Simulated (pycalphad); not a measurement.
CALPHAD calculation (pycalphad, COST 507 light-alloy database (1999)), 1 atm. The data set is of 1999 and partly superseded. Phase fractions are per mole of atoms. Kinetics are ignored, which matters at the lower temperatures.

### Question
Give the equilibrium state of Ti-0.1285C (wt.%) at 257 °C.

### Answer
hcp, fraction 0.987, with <0.01 C wt.%; fcc, fraction 0.013, with 12.8 C wt.%.

### Question
Give the equilibrium state of Ti-0.1285C (wt.%) at 937 °C.

### Answer
bcc, fraction 0.997, with 0.10 C wt.%; fcc, fraction 0.003, with 11.6 C wt.%.

The fcc model also describes the rock-salt carbide or nitride (TiC, TiN, HfC).
